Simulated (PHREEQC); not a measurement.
Solution (25 °C): 12 mmol/kgw Cu(BF4)2, 1.4 mmol/kgw HBF4 and 7.1 mmol/kgw NaCl. Closed to the air; pH follows from the charge balance.

Equilibrium calculation in PHREEQC: ion-association model, phreeqc.dat.

No solid was allowed to form.

Problem. What pH, ionic strength does the model give?

Solution. pH 2.68; ionic strength 0.0449 mol/kgw.

Problem. In which forms is Cl present?

Solution. Cl- 98 %, CuCl+ 1.5 % of the Cl.

Real BF4- forms and hydrolyses slowly; the run takes it at equilibrium.
